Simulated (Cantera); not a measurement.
Charge: 1 mol TiC, 0.24 mol H₂, 0.52 mol C, at 0.300 bar.

Cantera equilibrium calculation (NASA polynomials, part measured and part estimated; ideal gas, pure solids and liquids). Candidate condensed phases: C, C₆H₆, C₇H₈, C₈H₁₈, Ti, TiC; 77 gas species. TiC: taken at fixed stoichiometry. Kinetics and transport are ignored.

x: gas mole fraction; n: condensed amount in mol.

```csv
T (°C),x H₂,x H,x C₂H₂ (acetylene),x CH₄,n C(graphite),n TiC(s)
1675,0.997,0.00206,0.000537,0.000146,0.520,1.00
1725,0.996,0.00292,0.000755,0.000127,0.520,1.00
1775,0.995,0.00408,0.00104,0.000111,0.519,1.00
1825,0.993,0.00560,0.00142,9.80e-5,0.519,1.00
1875,0.990,(withheld),(withheld),(withheld),0.519,1.00
1925,0.987,0.0101,0.00250,7.72e-5,0.519,1.00
1975,0.983,0.0133,0.00326,6.89e-5,0.518,1.00
2025,0.978,(withheld),(withheld),(withheld),0.518,1.00
2075,0.972,0.0222,0.00531,5.54e-5,0.517,1.00
2125,0.965,0.0283,0.00667,4.98e-5,0.517,1.00
2175,0.956,0.0355,0.00827,4.48e-5,0.516,1.000
```

Task: Complete the blanks.

Result: 
- 1875, x H: 0.00757
- 1875, x C₂H₂ (acetylene): 0.00190
- 1875, x CH₄: 8.68e-5
- 2025, x H: 0.0173
- 2025, x C₂H₂ (acetylene): 0.00419
- 2025, x CH₄: 6.17e-5
